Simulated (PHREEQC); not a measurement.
0.039 g of hydrous ferric oxide (600 m²/g; 0.2 weak and 0.005 strong sites per Fe, Dzombak-Morel constants, diffuse double layer) in 1 kg of water with 0.01 mol/kgw of an inert sodium salt and 9.7e-06 mol Na2HAsO4 and 1e-05 mol NiCl2, at 25 °C; the pH is set by adding NaOH or the inert anion's acid. Oxygen is held at 0.21 atm. No CO2 enters from the air. Nothing may precipitate in this run.

The series has 13 steps of pH, from 4 to 10.

The numbers come from PHREEQC with the ion-association model, wateq4f.dat.

Question: Near which pH is half of the As sorbed, and on which side is more sorbed?

Answer: Near pH 9.5, with more sorbed at lower pH.

Question: Near which pH is half of the Ni sorbed, and on which side is more sorbed?

Answer: Near pH 7.2, with more sorbed at higher pH.

Question: At which pH does the surface charge pass through zero?

Answer: Near pH 7.7.

The database has no arsenate complexes of Ni.
